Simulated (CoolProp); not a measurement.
A simple Rankine cycle with benzene: condensing at 323.15 K, boiler at 1.12 MPa, turbine inlet 460.2 K, turbine efficiency 0.75, pump efficiency 0.7, no recuperator. Each further row changes one setting.

The numbers come from the reference Helmholtz-energy equation of state, Thol 2012 in CoolProp.

```json
[
 {"case": "as stated", "thermal efficiency (%)": "17.4", "net work (kJ/kg)": "…", "heat in (kJ/kg)": "580", "turbine exit temperature (K)": "373.4", "volume ratio over the turbine": "…"},
 {"case": "turbine inlet 480.2 K", "thermal efficiency (%)": "17.4", "net work (kJ/kg)": "108", "heat in (kJ/kg)": "618", "turbine exit temperature (K)": "395.5", "volume ratio over the turbine": "…"},
 {"case": "condensing temperature 315.15 K", "thermal efficiency (%)": "18.4", "net work (kJ/kg)": "109", "heat in (kJ/kg)": "594", "turbine exit temperature (K)": "366.8", "volume ratio over the turbine": "40.8"},
 {"case": "boiler pressure 0.784 MPa", "thermal efficiency (%)": "16.0", "net work (kJ/kg)": "94.7", "heat in (kJ/kg)": "591", "turbine exit temperature (K)": "385.8", "volume ratio over the turbine": "20.4"},
 {"case": "turbine efficiency 0.65", "thermal efficiency (%)": "15.1", "net work (kJ/kg)": "87.3", "heat in (kJ/kg)": "580", "turbine exit temperature (K)": "383.3", "volume ratio over the turbine": "31.1"}
]
```

Question: Complete the blanks.

Answer: 
- as stated, net work (kJ/kg): 101
- as stated, volume ratio over the turbine: 30.3
- turbine inlet 480.2 K, volume ratio over the turbine: 29.7
